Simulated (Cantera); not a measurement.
Mixture: H2 : O2 : N2 = 1 : 0.847 : 3.19 (molar parts), at 10.0 bar, adiabatic and at constant volume. Ignition delay is the time to a rise of 400 K.

Cantera simulation using the H2/O2 subset of GRI-Mech 3.0, which has no nitrogen chemistry; the numbers are that mechanism's predictions, not measurements. The hydrogen kinetics of GRI-Mech 3.0 are dated; newer H2 mechanisms differ, most at raised pressure. Below about 950 K walls govern HO2 and H2O2 in real vessels.

Task: What does this change do: pressure from 10.0 bar to 0.660 bar?

Result: 
```tsv
quantity	before	after
delay at 898 K	0.143 s	0.132 s
delay at 1048 K	3.43 ms	0.186 ms
delay at 1198 K	70.9 µs	71.3 µs
delay at 1348 K	3.26 µs	41.3 µs
delay at 1498 K	1.50 µs	31.7 µs
```
Where the delays flatten at high temperature, the 400 K rule measures the pace of heat release, not the induction time.

Task: What does this change do: N2 3.19 to 7.5 parts?

Result: 
| quantity | before | after |
|---|---|---|
| delay at 898 K | 0.143 s | 0.229 s |
| delay at 1048 K | 3.43 ms | 5.41 ms |
| delay at 1198 K | 70.9 µs | 0.106 ms |
| delay at 1348 K | 3.26 µs | 6.34 µs |
| delay at 1498 K | 1.50 µs | 3.08 µs |
| apparent activation energy between 1423 and 1573 K | 72 kJ/mol | 65 kJ/mol |
Where the delays flatten at high temperature, the 400 K rule measures the pace of heat release, not the induction time.

Task: What does this change do: constant pressure in place of constant volume?

Result: 
```json
[
 {"quantity": "delay at 898 K", "before": "0.143 s", "after": "0.158 s"},
 {"quantity": "delay at 1048 K", "before": "3.43 ms", "after": "3.66 ms"},
 {"quantity": "delay at 1198 K", "before": "70.9 µs", "after": "72.3 µs"},
 {"quantity": "delay at 1348 K", "before": "3.26 µs", "after": "3.40 µs"},
 {"quantity": "delay at 1498 K", "before": "1.50 µs", "after": "1.59 µs"},
 {"quantity": "apparent activation energy between 1423 and 1573 K", "before": "72 kJ/mol", "after": "70 kJ/mol"}
]
```
